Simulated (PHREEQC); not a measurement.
# Leach liquor: speciation

Solution (25 °C): 0.0016 mol/kgw HCl and 0.3 mol/kgw ZnSO4. Closed to the air; pH follows from the charge balance.

All values are PHREEQC results (ion-association model, wateq4f.dat), not measurements.

Each row changes one thing in this solution. No solid was allowed to form.

| case | pH | ionic strength (mol/kgw) | Zn+2 (mol/kgw) | ZnSO4 (mol/kgw) | SO4-2 (mol/kgw) | Zn(SO4)2-2 (mol/kgw) | SI of Goslarite (ZnSO4:7H2O) | SI of Zincite(c) (ZnO) |
|---|---|---|---|---|---|---|---|---|
| as made | 3.36 | 0.543 | 0.136 | 0.109 | 0.0803 | 0.0547 | -1.34 | -5.90 |
| ZnSO4 from 0.3 to 0.06 mol/kgw | 3.17 | 0.125 | 0.0313 | 0.0237 | 0.0256 | 0.00500 | -2.03 | … |
| HCl left out | 5.44 | 0.542 | 0.136 | 0.109 | 0.0805 | 0.0551 | -1.34 | -1.75 |
| HCl from 0.0016 to 0.0032 mol/kgw | 3.06 | 0.545 | 0.136 | 0.109 | 0.0801 | 0.0544 | -1.34 | -6.51 |
| HCl from 0.0016 to 0.0024 mol/kgw | 3.18 | 0.544 | 0.136 | 0.109 | … | 0.0546 | -1.34 | -6.26 |

### Question
Complete the blanks.

### Answer

- ZnSO4 from 0.3 to 0.06 mol/kgw, SI of Zincite(c) (ZnO): -6.74
- HCl from 0.0016 to 0.0024 mol/kgw, SO4-2 (mol/kgw): 0.0802
